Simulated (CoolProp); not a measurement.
Vapour-liquid equilibrium of R22 (1) + C3F8 (R218) (2) at 1.27 MPa; x and y are mole fractions of (1).

Model: multi-fluid Helmholtz-energy mixture model, Kamei 1995 and Lemmon 2006; pair parameters Bell 2016, in CoolProp.

### Question
Give the bubble temperature and the first vapour's composition at x = 0.8, 0.875, 0.95. Is there an azeotrope?

### Answer
x = 0.8: 26.5 °C, y = 0.741; x = 0.875: 27.8 °C, y = 0.812; x = 0.95: 30.1 °C, y = 0.909. y crosses x between x = 0.575 and 0.65: the model has an azeotrope there.

The pair parameters rest on a limited set of measurements; away from them the model extrapolates.
